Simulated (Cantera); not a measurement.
Gas mixture: NO = 0.63 (molar parts), at 100.0 Torr, frozen composition.

Cantera's kinetic-theory transport with the Lennard-Jones parameters of GRI-Mech 3.0, ideal gas; thermal conductivity in the mixture-averaged form. The composition is frozen, though it would react at the higher temperatures.

D: mixture-averaged diffusion coefficient of that species in the mixture.

```csv
T (K),ρ (kg/m³),cp (J/kg/K),μ (µPa s),λ (mW/m/K),Pr,D (cm²/s) H₂,D (cm²/s) OH,D (cm²/s) NO
400,0.120,998.6,…,32.4,0.712,9.62,3.93,507
650,0.0740,1054,…,48.2,0.706,21.7,8.95,1190
900,0.0535,1114,…,63.0,0.708,37.3,15.4,2070
1150,0.0418,1153,…,76.7,0.707,55.9,23.2,3130
1400,0.0344,1181,…,89.4,0.706,77.5,32.1,4360
1650,0.0292,1202,…,101,0.706,102,42.2,5730
```

Question: Complete the blanks.

Answer: 
- 400, μ (µPa s): 23.1
- 650, μ (µPa s): 32.3
- 900, μ (µPa s): 40.1
- 1150, μ (µPa s): 47.0
- 1400, μ (µPa s): 53.4
- 1650, μ (µPa s): 59.4
